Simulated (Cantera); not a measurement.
## Fe + H2S + CO (metals in furnace atmospheres)

Charge: 1 mol Fe, 0.14 mol H2S, 3.4 mol CO, at 84.0 Pa.

These are equilibrium values from Cantera (NASA tables, ideal gas, pure condensed phases), not measurements of a reactor. Candidate condensed phases: C, C6H6, C7H8, C8H18, Fe, Fe(CO)5, FeO, Fe(OH)2, Fe(OH)3, FeS, FeSO4, FeS2, Fe2O3, Fe2(SO4)3, Fe3O4, H2O, H2SO4, S; 127 gas species. Metal and sulfide melt together well below either melting point, which pure phases cannot show. Mutual solubility and eutectic melting of coexisting phases are not modelled. FeS: taken at fixed stoichiometry. Condensed phases not in the tables: cementite and carbon dissolved in iron. Gases not in the tables: S3 to S7. Rates play no part.

```csv
T (°C),log p CO,log p CO2,log p H2,log p S2,log p Fe,log p H2O,log p S,log p H,n C(graphite),n Fe(α),n FeS(s),n Fe(γ),n Fe(δ)
477,-3.22,-3.70,-4.41,<-15,<-15,-5.67,<-15,-14.70,0.686,0.860,0.140,0,0
577,-3.10,-4.87,-4.47,-13.04,<-15,-6.73,<-15,-12.93,0.0569,0.860,0.140,0,0
677,-3.09,-5.96,-4.48,-11.04,-14.95,-7.60,-14.27,-11.49,0.00467,0.860,0.140,0,0
777,-3.09,-6.86,-4.48,-9.41,-12.81,-8.31,-12.33,-10.33,0.000594,0.860,0.140,0,0
877,-3.09,-7.41,-4.48,-8.04,-11.07,-8.72,-10.71,-9.37,0,0.861,0.139,0,0
977,-3.09,-7.16,-4.48,-6.89,-9.61,-8.36,-9.35,-8.56,0,0,0.137,0.863,0
1077,-3.09,-6.95,-4.48,-5.92,-8.37,-8.05,-8.19,-7.86,0,0,0.126,0.874,0
1177,-3.10,-6.78,-4.49,-5.09,-7.30,-7.79,-7.20,-7.27,0,0,0.0650,0.935,0
1277,-3.10,-6.83,-4.50,-4.81,-6.38,-7.78,-6.55,-6.75,0,0,0,0.998,0
1377,-3.10,-6.98,-4.50,-4.82,-5.57,-7.87,-6.11,-6.29,0,0,0,0.988,0
1477,-3.11,-7.08,-4.51,-4.84,-4.86,-7.93,-5.73,-5.89,0,0,0,0,0.939
```
log p: log10 of the partial pressure in bar; n: condensed amount in mol.

From 477 °C to 777 °C the condensed part is C(graphite) + Fe(α) + FeS(s). At 877 °C the condensed part is Fe(α) + FeS(s). From 977 °C to 1177 °C the condensed part is Fe(γ) + FeS(s). From 1277 °C to 1377 °C the condensed part is Fe(γ). At 1477 °C the condensed part is Fe(δ).
